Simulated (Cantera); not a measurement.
A diamond (100) surface in a fixed gas of H2 with x(CH4) = 0.0043, x(H) = 0.0015, x(CH3) = 0.00093, at 1273 K; coverages are run to steady state.

Computed with Cantera and the Harris–Goodwin 1993 mechanism for the reconstructed diamond (100) surface.

One state of this run: growth (µm/h) = 2.04; θ c6HH = 0.419; θ c6H* = 0.0446; θ c6*H = 0.499; θ c6** = 0.0282; θ c6HM = 0.00156. θ: site fractions in the mechanism's names (c6HH fully hydrogenated, c6H* and c6*H radical sites, c6** diradical, c6HM methylated).

Task: Which value of P (Pa) does it belong to?
(A) 38000
(B) 24000
(C) 3700
(D) 2400

Result: D, 2400
